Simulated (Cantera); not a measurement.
Input: 1 mol PbO, 0.089 mol H2, 8.7 mol N2, at 1.40 bar.

These are equilibrium values from Cantera (NASA tables, ideal gas, pure condensed phases), not measurements of a reactor. Candidate condensed phases: H2O, Pb, PbO, PbO2, Pb3O4; 27 gas species. Mutual solubility and eutectic melting of coexisting phases are not modelled. Kinetics and transport are ignored.

### Question
At 1100 K, list the 3 most abundant gas species with their mole fractions, and the condensed phases.

### Answer
N2 0.990, H2O 0.0101, Pb 8.65e-5. Condensed: Pb(l) + PbO(yellow).
